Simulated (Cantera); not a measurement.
## Equilibrium for iron carbonyl, mercury and lead vapours: Pb + N2 + CO

Feed: 1 mol Pb, 48 mol N2, 0.21 mol CO, held at 577 °C and 13300 Pa.

Cantera equilibrium calculation (NASA polynomials, part measured and part estimated; ideal gas, pure solids and liquids). Candidate condensed phases: C, Pb, PbO, PbO2, Pb3O4; 27 gas species. The numbers say what is thermodynamically allowed, not how fast it happens.

```
Property                                 Result
----------------------------------  -----------
x(N2)                                     0.996
x(CO)                                   0.00425
x(CO2)                                  5.19e-5
x(Pb)                                   2.39e-6
n(C(graphite))                      0.00250 mol
n(Pb(l))                              1.000 mol
gas amount                            48.21 mol
log10 activity of PbO2(s) (absent)       -22.87
```
